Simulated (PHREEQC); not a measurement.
A column of 0.2 m (30 cells, dispersivity 0.01 m, 3600 s a shift, diffusion coefficient 3e-10 m²/s) holds 0.033 eq of the database's cation exchanger X per kg of pore water, first in equilibrium with 0.84 mmol/kgw CaCl2, 92 mmol/kgw LiCl, 3 mmol/kgw KBr and 0.01 mmol/kgw HCl. It is flushed with 0.011 mol MgSO4, 0.0068 mol KCl and 1e-05 mol HCl per kg of water, at 40 °C. Values are for the last cell. The system is closed to CO2. Nothing may precipitate in this run.

The series has 31 steps of pore volumes, from 0 to 5.017.

Equilibrium calculation in PHREEQC: ion-association model, phreeqc.dat.

Q: After how many pore volumes does S at the outlet first reach half of its feed value?

A: By 1.0 pore volumes.

Q: After how many pore volumes does Mg at the outlet first reach half of its feed value?

A: By 2.0 pore volumes.

Species that the database lacks are ignored. Constants without temperature data keep their 25 °C values here.
